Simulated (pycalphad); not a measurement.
Source of the numbers: pycalphad with the COST 507 light-alloy database (1999); pressure 1 atm. The data set is of 1999 and partly superseded. The system is extrapolated from its subsystems; higher-order compounds may be missing. Amounts are mole fractions of atoms. Kinetics are ignored, which matters at the lower temperatures.

Question: Give the equilibrium state of Ti-10.56V-0.33Si (at.%) at 457 °C.

Answer: HCP_A3, fraction 0.840, with 1.1 V, 0.33 Si at.%; BCC_A2, fraction 0.159, with 60.6 V, 0.26 Si at.%; SITI3, fraction 0.000, with no V, 25.0 Si at.%.

Question: Give the equilibrium state of Ti-10.56V-0.33Si (at.%) at 497 °C.

Answer: HCP_A3, fraction 0.811, with 1.3 V, 0.28 Si at.%; BCC_A2, fraction 0.189, with 50.3 V, 0.56 Si at.%.

Database names, with the compositions (at.%) that they take in these runs: SITI3: Ti 75 Si 25. BCC_A2 is bcc; HCP_A3 is hcp. An entry "none" or "no" means that the model of the phase leaves that element out.
